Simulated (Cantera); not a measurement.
A Cantera script and its output.

```python
import numpy as np
import cantera as ct

gas = ct.Solution("gri30.yaml")
gas.TPX = 575, 13332, {'CH4': 1.3, 'H2': 0.95, 'O2': 2.06, 'N2': 7.22}
flame = ct.FreeFlame(gas, width=0.16)
flame.set_refine_criteria(ratio=3, slope=0.08, curve=0.16)
flame.transport_model = "mixture-averaged"
flame.solve(loglevel=0, auto=True)
z, T = flame.grid, flame.T
thick = (T[-1] - T[0]) / np.gradient(T, z).max()
show = ['CH4', 'H2', 'O2', 'NO2', 'HCN', 'HO2']
print(f"laminar burning velocity  {flame.velocity[0] * 100:.3f} cm/s")
print(f"burnt temperature         {T[-1]:.1f} K")
print(f"thermal thickness         {thick * 1e3:.4f} mm")
print(f"grid points               {len(z)}")
z0 = z[flame.heat_release_rate.argmax()]
print(f"{'z/mm':>9s}{'T/K':>9s}{'u/(m/s)':>9s}" + "".join(f"{s:>11s}" for s in show))
rows = []
for k in (-3, -2, -1.5, -1, -0.5, -0.25, 0, 0.25, 0.5, 1, 2, 4, 8):
    zz = z0 + k * thick
    rows.append([k * thick, np.interp(zz, z, T), np.interp(zz, z, flame.velocity),
                 *(np.interp(zz, z, flame.X[gas.species_index(s)]) for s in show)])
    print(f"{rows[-1][0] * 1e3:9.3f}{rows[-1][1]:9.1f}{rows[-1][2]:9.3f}" + "".join(f"{x:11.3e}" for x in rows[-1][3:]))
```

Output:

```
laminar burning velocity  174.775 cm/s
burnt temperature         2187.5 K
thermal thickness         2.0511 mm
grid points               156
     z/mm      T/K  u/(m/s)        CH4         H2         O2        NO2        HCN        HO2
   -6.153    575.1    1.749  1.127e-01  8.272e-02  1.786e-01  3.295e-12  1.304e-11  5.122e-07
   -4.102    577.0    1.756  1.125e-01  8.374e-02  1.783e-01  1.045e-10  5.662e-10  7.987e-06
   -3.077    586.7    1.789  1.119e-01  8.534e-02  1.777e-01  6.228e-10  6.512e-09  2.546e-05
   -2.051    656.7    2.013  1.078e-01  8.912e-02  1.739e-01  1.780e-09  1.202e-07  3.953e-05
   -1.026   1043.2    3.251  8.043e-02  9.656e-02  1.450e-01  2.236e-09  1.989e-06  4.967e-05
   -0.513   1426.2    4.515  4.705e-02  1.002e-01  1.035e-01  3.292e-09  6.185e-06  1.054e-04
    0.000   1780.6    5.723  1.574e-02  9.920e-02  5.475e-02  1.712e-09  1.533e-05  6.618e-05
    0.513   1975.3    6.392  2.985e-03  9.313e-02  2.255e-02  4.159e-10  2.586e-05  1.201e-05
    1.026   2044.3    6.623  4.446e-04  8.798e-02  8.533e-03  1.844e-10  2.820e-05  1.437e-06
    2.051   2072.1    6.701  1.118e-05  8.561e-02  1.684e-03  2.153e-10  2.011e-05  1.360e-07
    4.102   2079.8    6.713  4.705e-08  8.689e-02  7.378e-04  2.767e-10  8.185e-06  7.505e-08
    8.204   2086.5    6.728  5.034e-11  8.759e-02  6.630e-04  3.179e-10  1.584e-06  6.963e-08
   16.409   2097.0    6.756  1.739e-14  8.786e-02  5.895e-04  3.430e-10  1.076e-07  6.409e-08
```

Model: GRI-Mech 3.0 (53 species, 325 reactions), integrated in Cantera. Burning velocities carry a grid error of a few per cent, more on coarse grids.
